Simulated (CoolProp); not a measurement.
Vapour-liquid equilibrium of carbon dioxide (1) + n-perfluorobutane (2) at -35.15 °C; x and y are mole fractions of (1).

The numbers come from the multi-fluid Helmholtz-energy mixture model, Span 1996 and Gao 2022; pair parameters Bell 2016 in CoolProp.

```json
[
 {"x": "0.05", "bubble pressure (kPa)": "108.4", "y at the bubble point": "0.807", "dew pressure at overall composition x (kPa)": "22.32", "liquid density (mol/L)": "7.488"},
 {"x": "0.125", "bubble pressure (kPa)": "[?]", "y at the bubble point": "0.921", "dew pressure at overall composition x (kPa)": "24.23", "liquid density (mol/L)": "7.978"},
 {"x": "0.2", "bubble pressure (kPa)": "407.8", "y at the bubble point": "0.951", "dew pressure at overall composition x (kPa)": "26.51", "liquid density (mol/L)": "8.520"},
 {"x": "0.275", "bubble pressure (kPa)": "540.7", "y at the bubble point": "0.964", "dew pressure at overall composition x (kPa)": "29.25", "liquid density (mol/L)": "[?]"},
 {"x": "0.35", "bubble pressure (kPa)": "647.3", "y at the bubble point": "0.971", "dew pressure at overall composition x (kPa)": "32.61", "liquid density (mol/L)": "9.806"},
 {"x": "0.425", "bubble pressure (kPa)": "[?]", "y at the bubble point": "0.975", "dew pressure at overall composition x (kPa)": "36.85", "liquid density (mol/L)": "10.58"},
 {"x": "0.5", "bubble pressure (kPa)": "787.2", "y at the bubble point": "0.977", "dew pressure at overall composition x (kPa)": "42.34", "liquid density (mol/L)": "11.47"},
 {"x": "0.575", "bubble pressure (kPa)": "834.4", "y at the bubble point": "0.980", "dew pressure at overall composition x (kPa)": "49.74", "liquid density (mol/L)": "12.51"},
 {"x": "0.65", "bubble pressure (kPa)": "877.6", "y at the bubble point": "0.982", "dew pressure at overall composition x (kPa)": "60.28", "liquid density (mol/L)": "13.74"},
 {"x": "0.725", "bubble pressure (kPa)": "924.1", "y at the bubble point": "0.984", "dew pressure at overall composition x (kPa)": "76.49", "liquid density (mol/L)": "15.22"},
 {"x": "0.8", "bubble pressure (kPa)": "979.6", "y at the bubble point": "0.987", "dew pressure at overall composition x (kPa)": "104.7", "liquid density (mol/L)": "17.04"},
 {"x": "0.875", "bubble pressure (kPa)": "1048", "y at the bubble point": "0.991", "dew pressure at overall composition x (kPa)": "165.8", "liquid density (mol/L)": "19.35"},
 {"x": "0.95", "bubble pressure (kPa)": "1132", "y at the bubble point": "0.996", "dew pressure at overall composition x (kPa)": "400.5", "liquid density (mol/L)": "22.36"}
]
```

Q: What belongs in the gaps?

A: 
- 0.125, bubble pressure (kPa): 257.6
- 0.275, liquid density (mol/L): 9.125
- 0.425, bubble pressure (kPa): 727.6

No azeotrope shows between x = 0.05 and 0.95.

The pair parameters rest on a limited set of measurements; away from them the model extrapolates. The gap from Raoult's law changes sign with composition, which may be real or a fault of the pair parameters; it wasn't checked against measurements. With so large a gap from Raoult's law the liquid may split in two, which this calculation doesn't test in full.
